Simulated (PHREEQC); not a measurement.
Consider water at 25 °C with 0.019 mol/kgw KOH and 7.5e-05 mol/kgw CO2. Closed to the air; pH follows from the charge balance.

Model: ion-association model, phreeqc.dat, run in PHREEQC.

This is a speciation only: nothing precipitates in the calculation.

Problem. Predict the pH.

Solution. pH 12.21.
